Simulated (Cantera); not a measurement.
A closed system holds: 1 mol MgCl2, 100 mol N2, held at 752 °C and 0.100 bar.

Cantera equilibrium calculation (NASA polynomials, part measured and part estimated; ideal gas, pure solids and liquids). Candidate condensed phases: Mg, MgCl2; 9 gas species. Rates play no part.

Base state: N2 0.997, MgCl2 0.00334 (mole fractions); condensed: MgCl2(l).

Question: What changes in the equilibrium state with this change: temperature from 752 °C to 1775 °C?

Answer: 
```csv
species,before,after
N2,0.997,0.989
MgCl2,0.00334,0.00922
Cl,<1e-9,0.00119
Mg,<1e-9,0.000517
MgCl,<1e-9,0.000151
"MgCl2(l), mol",0.665,0
```

Question: What changes in the equilibrium state with this change: pressure from 0.100 bar to 13.0 mbar?

Answer: 
```tsv
species	before	after
N2	0.997	0.990
MgCl2	0.00334	0.00990
MgCl2(l), mol	0.665	0
```

Question: What changes in the equilibrium state with this change: temperature from 752 °C to 525 °C?

Answer: 
```csv
species,before,after
N2,0.997,1.000
MgCl2,0.00334,1.46e-6
"MgCl2(l), mol",0.665,0
"MgCl2(s), mol",0,1.000
```
